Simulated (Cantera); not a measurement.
## Gas-phase reforming

An isothermal, constant-pressure homogeneous reactor starts with CH4 : H2O = 1 : 1.7 (molar parts), at 1748 K and 9.87 atm.

Model: GRI-Mech 3.0 (53 species, 325 reactions), integrated in Cantera.

```csv
t (s),x CH4,x H2O,x C2H2,x H,x C2H,x C2H6
2.00e-6,0.370,0.629,8.32e-9,9.12e-7,<1e-12,3.47e-5
5.73e-6,0.369,0.629,4.90e-7,1.17e-6,<1e-12,0.000334
1.64e-5,0.365,0.629,1.38e-5,1.73e-6,1.17e-11,0.00132
4.70e-5,0.355,0.627,0.000328,3.71e-6,3.60e-10,0.00305
0.000135,0.322,0.615,0.00510,8.92e-6,5.87e-9,0.00303
0.000385,0.260,0.583,0.0277,1.73e-5,2.77e-8,0.00143
0.00110,0.180,0.539,0.0589,2.73e-5,5.31e-8,0.000533
0.00316,0.108,0.492,0.0794,3.69e-5,6.82e-8,0.000179
0.00906,0.0700,0.440,0.0790,4.42e-5,6.62e-8,8.78e-5
0.0259,0.0635,0.369,0.0570,4.79e-5,4.46e-8,6.90e-5
0.0743,0.0558,0.285,0.0298,5.13e-5,2.14e-8,4.63e-5
0.213,0.0386,0.211,0.0101,5.47e-5,6.80e-9,1.98e-5
0.610,0.0180,0.164,0.00174,5.70e-5,1.12e-9,3.99e-6
1.75,0.00396,0.142,7.48e-5,5.83e-5,4.72e-11,1.85e-7
5.00,0.000124,0.137,7.18e-8,5.86e-5,<1e-12,1.81e-10
```
x: mole fraction; the columns are a selection and need not sum to one.

Equilibrium at this temperature and pressure: CH4 1.35e-5, H2O 0.137, C2H2 8.98e-10, H 5.87e-5, C2H <1e-12, C2H6 2.19e-12 (gas phase only).
